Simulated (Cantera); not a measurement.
Cantera run:

```python
import numpy as np
import cantera as ct

gas_names = """
    CL CL2 H HCL H2 N NH NH2 NH3 N2 N2H2 N2H4
""".split()
cond_names = """
    NH4CL(a) NH4CL(b)
""".split()


# ... load() reads the species with a 1 bar reference pressure and builds the phases ...
atoms = {
    'HCl': {'H': 1, 'CL': 1},
    'H2': {'H': 2},
    'N2': {'N': 2},
}
top_T = {}  # K; cautious upper limits of use, not melting points


# ... equilibrate(T, P, feed) seeds the gas with the atoms and calls Mixture.equilibrate('TP', solver="vcs", rtol=1e-11, max_steps=5000) ...
results = []
feed = {'HCl': 1, 'H2': 0.05, 'N2': 0.42}  # mol
T = 3250  # K
for P in [10, 84, 710, 6000, 50000, 420000, 3600000, 30000000]:
    mix = equilibrate(T, P, feed)
    results.append((T, P, feed, dict(zip(mix.species_names, mix.species_moles))))
    x = sorted(zip(gas.X, gas.species_names), reverse=True)
    print(f"T = {T:g} K  P = {P:g} Pa  gas = {mix.phase_moles(0):.4g} mol")
    print("   x: " + "  ".join(f"{s} {v:.3e}" for v, s in x if v > 0.0001))
    print("   condensed (mol): " + ("  ".join(f"{mix.phase(i).name} {mix.phase_moles(i):.4g}"
          for i in range(1, mix.n_phases) if mix.phase_moles(i) > 1e-12) or "none"))
```

It prints:

```
T = 3250 K  P = 10 Pa  gas = 2.522 mol
   x: H 4.355e-01  CL 3.962e-01  N2 1.653e-01  N 2.509e-03  HCL 2.494e-04  H2 1.841e-04
   condensed (mol): none
T = 3250 K  P = 84 Pa  gas = 2.512 mol
   x: H 4.328e-01  CL 3.960e-01  N2 1.668e-01  HCL 2.081e-03  H2 1.527e-03  N 8.697e-04
   condensed (mol): none
T = 3250 K  P = 710 Pa  gas = 2.452 mol
   x: H 4.092e-01  CL 3.914e-01  N2 1.712e-01  HCL 1.643e-02  H2 1.153e-02  N 3.031e-04
   condensed (mol): none
T = 3250 K  P = 6000 Pa  gas = 2.197 mol
   x: CL 3.609e-01  H 3.010e-01  N2 1.911e-01  HCL 9.418e-02  H2 5.274e-02  N 1.102e-04
   condensed (mol): none
T = 3250 K  P = 50000 Pa  gas = 1.848 mol
   x: HCL 2.706e-01  CL 2.703e-01  N2 2.273e-01  H 1.385e-01  H2 9.311e-02  CL2 1.806e-04
   condensed (mol): none
T = 3250 K  P = 420000 Pa  gas = 1.639 mol
   x: HCL 4.495e-01  N2 2.563e-01  CL 1.597e-01  H2 8.767e-02  H 4.638e-02  CL2 5.293e-04
   condensed (mol): none
T = 3250 K  P = 3.6e+06 Pa  gas = 1.542 mol
   x: HCL 5.673e-01  N2 2.724e-01  CL 7.917e-02  H2 6.624e-02  H 1.377e-02  CL2 1.116e-03
   condensed (mol): none
T = 3250 K  P = 3e+07 Pa  gas = 1.499 mol
   x: HCL 6.286e-01  N2 2.801e-01  H2 5.046e-02  CL 3.482e-02  H 4.163e-03  CL2 1.799e-03
   condensed (mol): none
```

Cantera equilibrium calculation (NASA polynomials, part measured and part estimated; ideal gas, pure solids and liquids). The ideal-gas law is rough above about 30 bar.
